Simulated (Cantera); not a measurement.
Cantera run:

```python
import numpy as np
import cantera as ct

gas_names = """
    H H2 N NH NH2 NH3 N2 N2H2 N2H4 Si SiH SiH2 SiH3 SiH4 SiN Si2 Si2N Si3
""".split()
cond_names = """
    Si(cr) Si(L) Si3N4(a)
""".split()


# ... load() reads the species with a 1 bar reference pressure and builds the phases ...
atoms = {
    'Si': {'Si': 1},
    'NH3': {'N': 1, 'H': 3},
    'N2': {'N': 2},
}
top_T = {'Si3N4(a)': 2400}  # K; cautious upper limits of use, not melting points


# ... equilibrate(T, P, feed) seeds the gas with the atoms and calls Mixture.equilibrate('TP', solver="vcs", rtol=1e-11, max_steps=5000) ...
results = []
feed = {'Si': 1, 'NH3': 1.7, 'N2': 23}  # mol
T = 798.15  # K
P = 33  # Pa
mix = equilibrate(T, P, feed)
results.append((T, P, feed, dict(zip(mix.species_names, mix.species_moles))))
print(gas.report(threshold=1e-05))
for i in range(1, mix.n_phases):
    print(f"{mix.phase(i).name:16s} {mix.phase_moles(i):12.5e} mol")
```

Result:

```
       temperature   798.15 K
          pressure   33 Pa
           density   0.0001265 kg/m^3
  mean mol. weight   25.438 kg/kmol
   phase of matter   gas

                          1 kg             1 kmol
                     ---------------   ---------------
          enthalpy        5.8781e+05        1.4952e+07  J
   internal energy        3.2693e+05        8.3163e+06  J
           entropy             11172        2.8419e+05  J/K
    Gibbs function       -8.3292e+06       -2.1188e+08  J
 heat capacity c_p              1228             31236  J/K
 heat capacity c_v             901.1             22922  J/K

                      mass frac. Y      mole frac. X     chem. pot. / RT
                     ---------------   ---------------   ---------------
                H2         0.0078534          0.099093           -27.304
                N2           0.99215           0.90091           -32.436
     [  +16 minor]        1.9929e-08         2.981e-08

Si(cr)            0.00000e+00 mol
Si3N4(a)          3.33333e-01 mol
```

Cantera equilibrium calculation (NASA polynomials, part measured and part estimated; ideal gas, pure solids and liquids).
